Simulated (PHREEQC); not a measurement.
KOH is added in steps, without added water, to 1 kg of water holding 6.6 mmol/kgw HBr, 9.3 mmol/kgw CuSO4 and 0.052 mmol/kgw MgCl2, at 20 °C. Oxygen is held at 0.21 atm. CO2 from the air is kept out. The run lets Brucite, Cu(OH)2, Brochantite, Antlerite, Atacamite, Epsomite, Chalcanthite precipitate or redissolve, and no other solid.

Base run: PHREEQC, ion-association model, wateq4f.dat. Each further column changes one thing. The table gives pH.

```
KOH added (mol)   base  Debye-Hückel limiting law  all activity coefficients set to 1  Davies equation for every ion
---------------  -----  -------------------------  ----------------------------------  -----------------------------
0                 2.34                       2.37                                2.30                           2.35
0.0027            2.58                       2.60                                2.54                           2.59
0.004725          2.90                       2.92                                2.87                           2.91
0.007425          4.54                       4.61                                4.42                           4.55
0.01013           4.62                       4.69                                4.50                           4.63
0.01215           4.71                       4.77                                4.59                           4.72
0.01485           4.87                       4.92                                4.76                           4.88
0.01688           5.08                       5.13                                4.98                           5.09
0.01957           5.36                       5.40                                5.32                           5.36
0.02227           8.79                       8.75                                8.91                           8.78
0.0243            8.81                       8.77                                8.93                           8.80
0.027            11.33                      11.31                               11.40                          11.33
```

The database's constant for dissolved Cu(OH)2 is higher than later reviews accept.
